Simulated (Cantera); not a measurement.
Feed: 1 mol Si, 6.9 mol H2, equilibrated at 625 K and 120 Torr.

Cantera equilibrium calculation (NASA polynomials, part measured and part estimated; ideal gas, pure solids and liquids). Candidate condensed phases: Si; 9 gas species. Rates play no part.

Base state: H2 1.00 (mole fractions); condensed: Si(s).

Task: What changes in the equilibrium state with this change: Si replaced by SiCl4?

Result: 
```
species     before    after
----------  ------  -------
H2            1.00    0.871
SiCl4            0    0.124
HCl              0  0.00229
SiHCl3           0  0.00229
Si(s), mol    1.00        0
```
